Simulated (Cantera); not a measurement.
## Ignition delay

Mixture: CH4 : O2 : N2 : H2O = 1 : 1.82 : 6.84 : 0.23 (molar parts), equivalence ratio 1.1, at 160000 Pa, adiabatic and at constant volume. Ignition delay is the time to a rise of 400 K.

Computed with Cantera and GRI-Mech 3.0 (53 species, 325 reactions).

| T0 (K) | delay (ms) |
|---|---|
| 1273 | 12.0 |
| 1348 | 4.69 |
| 1423 | 1.95 |
| 1498 | 0.868 |
| 1573 | 0.415 |

```json
{
 "apparent activation energy between 1423 and 1573 K": "190 kJ/mol"
}
```
